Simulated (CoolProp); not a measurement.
Vapour-liquid equilibrium of chloromethane (R40) (1) + isobutene (2) at 293.8 K; x and y are mole fractions of (1).

Model: multi-fluid Helmholtz-energy mixture model, Thol 2014 and Lemmon 2005; pair parameters Bell 2016, in CoolProp.

### Question
Give the bubble pressure and the first vapour's composition at x = 0.35, 0.45, 0.65. Is there an azeotrope?

### Answer
x = 0.35: 0.3723 MPa, y = 0.503; x = 0.45: 0.3962 MPa, y = 0.595; x = 0.65: 0.4397 MPa, y = 0.754. No azeotrope shows between x = 0.05 and 0.95.

The pair parameters rest on a limited set of measurements; away from them the model extrapolates.
